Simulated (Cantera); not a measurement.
Cantera run:

```python
import numpy as np
import cantera as ct

gas_names = """
    NH3 H2
""".split()
cond_names = """
    AL(cr) AL(L) ALN(s)
""".split()


# ... load() reads the species with a 1 bar reference pressure and builds the phases ...
species = {s.name: s for s in load("nasa_gas.yaml", gas_names) + load("nasa_condensed.yaml", cond_names)}
# Each term lists the table entries of one substance; the one whose range holds T is used.
reactions = {
    '2 Al + 2 NH3(g) = 3 H2(g) + 2 AlN':
        [(-2, ['AL(cr)', 'AL(L)']), (-2, ['NH3']), (3, ['H2']), (2, ['ALN(s)'])],
}


def pick(names, T):
    return next(species[n] for n in names if species[n].thermo.min_temp <= T <= species[n].thermo.max_temp)


results = []
for label, terms in reactions.items():
    print(label)
    print("     T/K   dH/kJ  dS/(J/K)   dG/kJ   log10 K")
    for T in [1823, 1898, 1973, 2048, 2123, 2198]:
        used = [(nu, pick(names, T)) for nu, names in terms]
        dH = sum(nu * s.thermo.h(T) for nu, s in used) / 1e6
        dS = sum(nu * s.thermo.s(T) for nu, s in used) / 1e3
        dG = dH - T * dS / 1e3
        logK = -dG * 1e6 / (ct.gas_constant * T * np.log(10))
        results.append((label, T, dH, dS, dG, logK, [s.name for _, s in used]))
        print(f"{T:8g} {dH:8.1f} {dS:8.1f} {dG:8.1f} {logK:8.2f}")
```

It prints:

```
2 Al + 2 NH3(g) = 3 H2(g) + 2 AlN
     T/K   dH/kJ  dS/(J/K)   dG/kJ   log10 K
    1823   -544.9      1.9   -548.4    15.71
    1898   -545.0      1.9   -548.5    15.10
    1973   -545.2      1.8   -548.7    14.53
    2048   -545.4      1.7   -548.8    14.00
    2123   -545.6      1.6   -548.9    13.51
    2198   -545.9      1.4   -549.0    13.05
```

Source: NASA polynomial tables (part measured, part estimated), evaluated in Cantera. Condensed species are held in their standard states even where they would react or evaporate.
